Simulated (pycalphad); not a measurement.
Computed with pycalphad from the COST 507 light-alloy database (1999), at 1 atm. The database dates from 1999; later assessments differ in places, in temperatures and in the compounds included. Amounts are mole fractions of atoms.

Give the equilibrium state of Cu-11.5Si (at.%) at 650 K.

FCC_A1, fraction 0.732, with 6.9 Si at.%; CU19SI6_ETA, fraction 0.268, with 24.0 Si at.%.

Give the equilibrium state of Cu-11.5Si (at.%) at 770 K.

FCC_A1, fraction 0.627, with 8.6 Si at.%; CU56SI11_GAMMA, fraction 0.373, with 16.4 Si at.%.

Database names, with the compositions (at.%) that they take in these runs: CU56SI11_GAMMA: Cu 84 Si 16; CU19SI6_ETA: Cu 76 Si 24. FCC_A1 is fcc.
